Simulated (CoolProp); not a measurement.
A simple Rankine cycle with R115: condensing at 300.15 K, boiler at 2.27 MPa, turbine inlet 377.7 K, turbine efficiency 0.75, pump efficiency 0.7, no recuperator. Each further row changes one setting.

The numbers come from the reference Helmholtz-energy equation of state, Lemmon 2016 in CoolProp.

```
case                             thermal efficiency (%)  net work (kJ/kg)  heat in (kJ/kg)  turbine exit temperature (K)  volume ratio over the turbine
-------------------------------  ----------------------  ----------------  ---------------  ----------------------------  -----------------------------
as stated                                           [?]               [?]              146                         352.8                            [?]
turbine inlet 397.7 K                               6.2              10.2              165                           [?]                           2.49
condensing temperature 292.15 K                     7.5              11.6              155                           [?]                            [?]
boiler pressure 1.59 MPa                            3.9              6.00              153                         364.3                            [?]
turbine efficiency 0.65                             5.3              7.74              146                         354.5                           2.58
```

### Question
Some entries are withheld; supply them.

### Answer

- as stated, thermal efficiency (%): 6.3
- as stated, net work (kJ/kg): 9.15
- as stated, volume ratio over the turbine: 2.56
- turbine inlet 397.7 K, turbine exit temperature (K): 374.0
- condensing temperature 292.15 K, turbine exit temperature (K): 347.7
- condensing temperature 292.15 K, volume ratio over the turbine: 3.19
- boiler pressure 1.59 MPa, volume ratio over the turbine: 1.71
